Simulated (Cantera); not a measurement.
**Thermodynamics of silicon epitaxy and polysilicon growth, feed SiHCl₃ + Cl₂ + H₂**

A closed system holds: 1 mol SiHCl₃, 0.012 mol Cl₂, 240 mol H₂, at 950 K and 7.50 Torr.

Cantera equilibrium calculation (NASA polynomials, part measured and part estimated; ideal gas, pure solids and liquids). Candidate condensed phases: Si; 19 gas species. The tables' values for SiCl₃ are old estimates; treat these amounts as uncertain. Equilibrium is a limit: real reactors are often held back by kinetics, nucleation or transport.

x(H₂): 0.991
x(HCl): 0.00733
x(SiCl₄): 0.000821
x(SiHCl₃): 0.000509
x(SiCl₂): 8.30e-5
x(SiCl₃): 4.52e-5
x(SiH₂Cl₂): 3.20e-5
n(Si(s)): 0.640 mol
gas amount: 241.7 mol
